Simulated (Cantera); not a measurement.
Input (Python, Cantera):

```python
import numpy as np
import cantera as ct

surf = ct.Interface("diamond.yaml", "diamond_100")
gas, bulk = surf.adjacent["gas"], surf.adjacent["diamond"]
k = surf.kinetics_species_index(bulk.species_names[0])
cover = ["c6HH", "c6H*", "c6*H", "c6**", "c6HM", "c6B"]

rows, drift = [], 0.0
print(f"{'T':>10s}{'um/h':>11s}" + "".join(f"{s:>11s}" for s in cover))
for v in [950, 1025, 1100, 1175, 1250, 1325, 1400]:
    T, P, xH, xCH3 = v, 7700, 0.00042, 3.3e-05
    gas.TPX = T, P, {"H": xH, "CH3": xCH3, "CH4": 0.0053, "H2": 1 - xH - xCH3 - 0.0053}
    surf.TP = bulk.TP = T, P
    surf.coverages = "c6H*:0.1, c6HH:0.9"
    surf.advance_coverages(100.0)
    before = surf.coverages
    surf.advance_coverages(100.0)
    drift = max(drift, np.max(np.abs(surf.coverages - before) / (surf.coverages + 1e-9)))
    rate = surf.net_production_rates[k] * bulk.mean_molecular_weight / bulk.density * 3.6e9
    rows.append([rate, *surf[cover].coverages])
    print(f"{v:10.4g}{rate:11.4e}" + "".join(f"{x:11.3e}" for x in rows[-1][1:]))
```

Result:

```
         T       um/h       c6HH       c6H*       c6*H       c6**       c6HM        c6B
       950 8.7777e-01  6.113e-01  1.316e-02  3.125e-01  5.516e-03  4.412e-02  2.382e-09
      1025 8.7270e-01  5.685e-01  1.946e-02  3.718e-01  8.858e-03  2.226e-02  2.368e-09
      1100 4.7935e-01  5.324e-01  2.643e-02  4.188e-01  1.240e-02  6.336e-03  1.301e-09
      1175 2.2526e-01  5.028e-01  3.317e-02  4.463e-01  1.525e-02  1.254e-03  6.112e-10
      1250 1.5413e-01  4.859e-01  3.922e-02  4.570e-01  1.697e-02  2.398e-04  4.183e-10
      1325 1.1632e-01  4.832e-01  4.431e-02  4.545e-01  1.756e-02  4.819e-05  3.156e-10
      1400 5.5772e-02  4.923e-01  4.829e-02  4.420e-01  1.722e-02  1.053e-05  1.513e-10
```

Cantera simulation using the Harris–Goodwin 1993 mechanism for the reconstructed diamond (100) surface; the numbers are that mechanism's predictions, not measurements.
